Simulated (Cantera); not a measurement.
# Adiabatic ignition

An adiabatic, constant-volume homogeneous reactor starts with CH₄ : CO : O₂ : N₂ : H₂O = 1 : 0.089 : 2.88 : 10.8 : 0.64 (molar parts), equivalence ratio 0.71, at 1473 K and 1.00 bar.

Cantera simulation using GRI-Mech 3.0 (53 species, 325 reactions); the numbers are that mechanism's predictions, not measurements.

| t (s) | T (K) | P (bar) | x CH₄ | x CO | x O₂ | x H₂O | x H |
|---|---|---|---|---|---|---|---|
| 1.00e-6 | 1473 | 1.00 | 0.0649 | 0.00578 | 0.187 | 0.0415 | 5.17e-9 |
| 2.64e-6 | 1473 | 1.000 | 0.0649 | 0.00578 | 0.187 | 0.0415 | 5.98e-9 |
| 6.97e-6 | 1473 | 1.000 | 0.0649 | 0.00578 | 0.187 | 0.0415 | 6.42e-9 |
| 1.84e-5 | 1473 | 1.000 | 0.0649 | 0.00578 | 0.187 | 0.0415 | 7.58e-9 |
| 4.86e-5 | 1473 | 1.000 | 0.0649 | 0.00578 | 0.187 | 0.0415 | 1.12e-8 |
| 0.000128 | 1473 | 1.000 | 0.0649 | 0.00578 | 0.187 | 0.0415 | 2.59e-8 |
| 0.000339 | 1473 | 1.00 | 0.0647 | 0.00578 | 0.187 | 0.0416 | 1.12e-7 |
| 0.000894 | 1482 | 1.01 | 0.0629 | 0.00599 | 0.186 | 0.0429 | 1.10e-6 |
| 0.00236 | 2724 | 1.89 | <1e-12 | 0.0176 | 0.0546 | 0.148 | 0.00394 |
| 0.00624 | 2714 | 1.88 | <1e-12 | 0.0175 | 0.0512 | 0.149 | 0.00379 |
| 0.0165 | 2713 | 1.88 | <1e-12 | 0.0175 | 0.0510 | 0.149 | 0.00378 |
| 0.0435 | 2713 | 1.88 | <1e-12 | 0.0175 | 0.0510 | 0.149 | 0.00378 |
| 0.115 | 2713 | 1.88 | <1e-12 | 0.0175 | 0.0510 | 0.149 | 0.00378 |
| 0.303 | 2713 | 1.88 | <1e-12 | 0.0175 | 0.0510 | 0.149 | 0.00378 |
| 0.800 | 2713 | 1.88 | <1e-12 | 0.0175 | 0.0510 | 0.149 | 0.00378 |
x: mole fraction; the columns are a selection and need not sum to one.

```yaml
time_of_steepest_temperature_rise: 1.41 ms
temperature at 0.800 s: 2713 K
equilibrium_temperature: 2713 K
x(CH₄) at 0.800 s: <1e-12 (gas-phase equilibrium <1e-12)
x(CO) at 0.800 s: 0.0175 (gas-phase equilibrium 0.0175)
x(O₂) at 0.800 s: 0.0510 (gas-phase equilibrium 0.0510)
```
